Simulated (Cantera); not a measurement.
Cantera run:

```python
import numpy as np
import cantera as ct

gas_names = """
    CL CL2 N N2 Si SiCL SiCL2 SiCL3 SiCL4 SiN Si2 Si2N Si3
""".split()
cond_names = """
    Si(cr) Si(L) Si3N4(a)
""".split()


# ... load() reads the species with a 1 bar reference pressure and builds the phases ...
atoms = {
    'Si2Cl6': {'Si': 2, 'CL': 6},
    'Cl2': {'CL': 2},
    'N2': {'N': 2},
}
top_T = {'Si3N4(a)': 2400}  # K; cautious upper limits of use, not melting points


# ... equilibrate(T, P, feed) seeds the gas with the atoms and calls Mixture.equilibrate('TP', solver="vcs", rtol=1e-11, max_steps=5000) ...
results = []
feed = {'Si2Cl6': 1, 'Cl2': 0.03, 'N2': 160}  # mol
P = 200  # Pa
for T in [873, 948, 1023, 1098, 1173, 1248, 1323, 1398, 1473, 1548, 1623, 1698]:
    mix = equilibrate(T, P, feed)
    results.append((T, P, feed, dict(zip(mix.species_names, mix.species_moles))))

top = {s: max(r[3][s] / sum(r[3][g] for g in gas_names) for r in results) for s in gas_names}
cols = sorted((s for s in top if top[s] > 1e-05), key=lambda s: -top[s])[:8]
seen = [c for c in cond_names if any(r[3].get(c, 0) > 1e-12 for r in results)]
print("log10 of partial pressures in bar; condensed amounts in mol")
print(f"{'T/K':>10s}" + "".join(f"{s[:9]:>10s}" for s in cols + seen))
for T, P, feed, n in results:
    ng = sum(n[g] for g in gas_names)
    print(f"{T:10.4g}" + "".join(f"{np.log10(max(n[s] / ng * P / 1e5, 1e-99)):10.3f}" for s in cols)
          + "".join(f"{n.get(c, 0):10.4g}" for c in seen))
```

Output:

```
log10 of partial pressures in bar; condensed amounts in mol
       T/K        N2     SiCL2        CL     SiCL4     SiCL3  Si3N4(a)
       873    -2.703   -10.310   -11.900    -4.726    -8.403    0.1616
       948    -2.703    -8.971   -10.827    -4.726    -7.613    0.1615
      1023    -2.703    -7.832    -9.911    -4.728    -6.942    0.1607
      1098    -2.703    -6.854    -9.120    -4.735    -6.369    0.1569
      1173    -2.703    -6.014    -8.434    -4.761    -5.885    0.1399
      1248    -2.704    -5.312    -7.848    -4.854    -5.512   0.07541
      1323    -2.704    -5.007    -7.191    -4.978    -5.362         0
      1398    -2.704    -5.011    -6.420    -4.995    -5.318         0
      1473    -2.705    -4.990    -5.752    -5.036    -5.280         0
      1548    -2.706    -4.914    -5.222    -5.159    -5.260         0
      1623    -2.707    -4.789    -4.867    -5.468    -5.313         0
      1698    -2.709    -4.688    -4.691    -6.055    -5.519         0
```

Method: chemical equilibrium by Gibbs-energy minimisation in Cantera with the NASA 1993 tables (ideal gas, pure condensed phases). The feed counts by its element totals alone. N2 is the only nitrogen source here; it is nearly inert below about 1500 K, so the nitride shown seldom forms there in practice. The tables' values for SiCl3 are old estimates; treat these amounts as uncertain.
